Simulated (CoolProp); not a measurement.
Vapour-liquid equilibrium of ethylbenzene (1) + m-xylene (2) at 0.83 bar; x and y are mole fractions of (1).

Computed with CoolProp (multi-fluid Helmholtz-energy mixture model, Zhou 2012 and Zhou 2012; pair parameters Bell 2016).

Question: Give the bubble temperature and the first vapour's composition at x = 0.15, 0.25, 0.85. Is there an azeotrope?

Answer: x = 0.15: 131.3 °C, y = 0.162; x = 0.25: 130.9 °C, y = 0.267; x = 0.85: 129.2 °C, y = 0.858. No azeotrope shows between x = 0.05 and 0.95.

Pair parameters are fitted to limited data, so mixtures are less certain than the pure fluids.
